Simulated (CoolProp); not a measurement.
Vapour-liquid equilibrium of CH2F2 (R32) (1) + R236FA (2) at 296.2 K; x and y are mole fractions of (1).

The numbers come from the multi-fluid Helmholtz-energy mixture model, Tillner-Roth 1997 and Pan 2012; pair parameters Bell 2016 in CoolProp.

Question: Give the bubble pressure and the first vapour's composition at x = 0.25, 0.55, 0.75. Is there an azeotrope?

Answer: x = 0.25: 0.5529 MPa, y = 0.616; x = 0.55: 0.9442 MPa, y = 0.845; x = 0.75: 1.221 MPa, y = 0.925. No azeotrope shows between x = 0.05 and 0.95.

The pair parameters rest on a limited set of measurements; away from them the model extrapolates.
